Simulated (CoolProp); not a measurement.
Computed with CoolProp (reference Helmholtz-energy equation of state, Lemmon 2004). It is a short technical equation, of lower accuracy than the large ones.

### Question
For n-dodecane, give the phase and the density (kg/m³), cv (kJ/(kg K)), isothermal compressibility (1/MPa), conductivity (mW/(m K)) at 522.1 K and 0.232 MPa; 554.7 K and 0.232 MPa.

### Answer
- 522.1 K and 0.232 MPa: liquid; density 562, cv 2.66, isothermal compressibility 0.00728, conductivity 88.8
- 554.7 K and 0.232 MPa: gas; density 9.58, cv 2.68, isothermal compressibility 4.86, conductivity 32.1

Thermal conductivity comes from a separate model (Huber 2004).
